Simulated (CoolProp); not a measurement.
Saturation properties of nitrogen.

Computed with CoolProp (reference Helmholtz-energy equation of state, Span 2000).

```
T (°C)   p (MPa)  vapour density (kg/m³)  liquid cp (kJ/(kg K))  liquid conductivity (mW/(m K))
-------  -------  ----------------------  ---------------------  ------------------------------
-202.85  0.04027                   1.974                  2.015                             159
-199.15  0.06691                   3.147                  2.027                             151
-195.45   0.1055                   4.788                  2.043                             144
-191.65   0.1608                   7.071                  2.065                             137
-187.95   0.2333                   10.00                  2.092                             129
-184.15   0.3306                   13.89                  2.129                             122
-180.45   0.4511                   18.69                  2.176                             114
-176.75   0.6009                   24.70                  2.238                             107
-172.95   0.7891                   32.41                  2.323                            99.7
```

It boils at -195.8 °C under 1 atm.

Thermal conductivity comes from a separate model (Lemmon 2004).
